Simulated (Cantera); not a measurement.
Charge: 1 mol BF₃, 0.2 mol N₂, at 1275 K and 0.670 bar.

These are equilibrium values from Cantera (NASA tables, ideal gas, pure condensed phases), not measurements of a reactor. Candidate condensed phases: B, BN; 13 gas species. Rates play no part.

Base state: BF₃ 0.833, N₂ 0.167 (mole fractions); condensed: gas only.

What changes in the equilibrium state with this change: BF₃ replaced by B₂O₃?


```json
[
 {"species": "N₂", "before": "0.167", "after": "1.00"},
 {"species": "BF₃", "before": "0.833", "after": "0"},
 {"species": "B₂O₃(l), mol", "before": "0", "after": "1.00"}
]
```
Further candidate phases: B₂O₃.
